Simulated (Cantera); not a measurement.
An adiabatic, constant-pressure homogeneous reactor starts with CH₄ : CO : O₂ : N₂ = 1 : 0.035 : 1.44 : 11.5 (molar parts), at 1373 K and 4.20 bar.

Computed with Cantera and GRI-Mech 3.0 (53 species, 325 reactions).

One state of this run: T (K) = 2285; x CH₄ = 1.79e-12; x CO = 0.0457; x O₂ = 1.41e-5; x HCO = 3.95e-8; x H₂ = 0.0335; x O = 1.06e-5; x CH₂CO = <1e-12. x: mole fraction; the columns are a selection and need not sum to one.

**Question.** Which value of t (s) does it belong to?
(A) 0.000548
(B) 2.41e-5
(C) 0.100
(D) 0.00440

**Answer.** D, 0.00440
